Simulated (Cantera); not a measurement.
An isothermal, constant-pressure homogeneous reactor starts with CO : O2 : H2O : N2 = 0.001 : 0.029 : 0.035 : 1 (molar parts), equivalence ratio 0.017, at 1450 K and 100000 Pa.

Computed with Cantera and GRI-Mech 3.0 (53 species, 325 reactions).

### Question
Predict: x(CO) at 2.00 s; x(O2) at 2.00 s; x(H2O) at 2.00 s; x(O) at 2.00 s; x(H2) at 2.00 s; x(NO) at 2.00 s.

### Answer
```
Item                                                 Value
----------------  ----------------------------------------
x(CO) at 2.00 s    1.30e-8 (gas-phase equilibrium 1.31e-8)
x(O2) at 2.00 s      0.0268 (gas-phase equilibrium 0.0266)
x(H2O) at 2.00 s     0.0329 (gas-phase equilibrium 0.0329)
x(O) at 2.00 s     3.31e-7 (gas-phase equilibrium 3.30e-7)
x(H2) at 2.00 s    1.92e-7 (gas-phase equilibrium 1.92e-7)
x(NO) at 2.00 s   3.26e-8 (gas-phase equilibrium 0.000371)
```
